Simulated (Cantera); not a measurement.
Cantera run:

```python
import numpy as np
import cantera as ct

gas_names = """
    H H2 H2S N NH NH2 NH3 N2 N2H2 N2H4 Pb PbS Pb2 S SH SN S2 S8
""".split()
cond_names = """
    Pb(cr) Pb(L) PbS(s) PbS(L) S(cr1) S(cr2) S(L)
""".split()


# ... load() reads the species with a 1 bar reference pressure and builds the phases ...
atoms = {
    'PbS': {'Pb': 1, 'S': 1},
    'H2': {'H': 2},
    'N2': {'N': 2},
}
top_T = {}  # K; cautious upper limits of use, not melting points


# ... equilibrate(T, P, feed) seeds the gas with the atoms and calls Mixture.equilibrate('TP', solver="vcs", rtol=1e-11, max_steps=5000) ...
results = []
feed = {'PbS': 1, 'H2': 300, 'N2': 8.2}  # mol
P = 1000  # Pa
for T in [725, 825, 925, 1025, 1125, 1225, 1325, 1425, 1525, 1625, 1725]:
    mix = equilibrate(T, P, feed)
    results.append((T, P, feed, dict(zip(mix.species_names, mix.species_moles))))

top = {s: max(r[3][s] / sum(r[3][g] for g in gas_names) for r in results) for s in gas_names}
cols = sorted((s for s in top if top[s] > 0.001), key=lambda s: -top[s])[:6]
seen = [c for c in cond_names if any(r[3].get(c, 0) > 1e-12 for r in results)]
print("log10 of partial pressures in bar; condensed amounts in mol")
print(f"{'T/K':>10s}" + "".join(f"{s[:9]:>10s}" for s in cols + seen))
for T, P, feed, n in results:
    ng = sum(n[g] for g in gas_names)
    print(f"{T:10.4g}" + "".join(f"{np.log10(max(n[s] / ng * P / 1e5, 1e-99)):10.3f}" for s in cols)
          + "".join(f"{n.get(c, 0):10.4g}" for c in seen))
```

It prints:

```
log10 of partial pressures in bar; condensed amounts in mol
       T/K        H2        N2        Pb       H2S         H       PbS     Pb(L)    PbS(s)
       725    -2.012    -3.575    -8.472    -5.260   -14.036    -8.447    0.1691    0.8307
       825    -2.013    -3.575    -6.843    -4.598   -12.107    -6.501    0.7729    0.2129
       925    -2.013    -3.575    -5.573    -4.541   -10.591    -5.441    0.8058         0
      1025    -2.014    -3.576    -4.691    -4.691    -9.368    -4.922         0         0
      1125    -2.014    -3.576    -4.646    -4.647    -8.359    -5.010         0         0
      1225    -2.014    -3.576    -4.614    -4.616    -7.513    -5.095         0         0
      1325    -2.014    -3.576    -4.590    -4.596    -6.794    -5.176         0         0
      1425    -2.014    -3.576    -4.572    -4.590    -6.173    -5.258         0         0
      1525    -2.014    -3.577    -4.555    -4.600    -5.633    -5.348         0         0
      1625    -2.015    -3.577    -4.541    -4.637    -5.159    -5.452         0         0
      1725    -2.015    -3.577    -4.528    -4.703    -4.739    -5.580         0         0
```

Method: chemical equilibrium by Gibbs-energy minimisation in Cantera with the NASA 1993 tables (ideal gas, pure condensed phases). Gases not in the tables: S3 to S7.
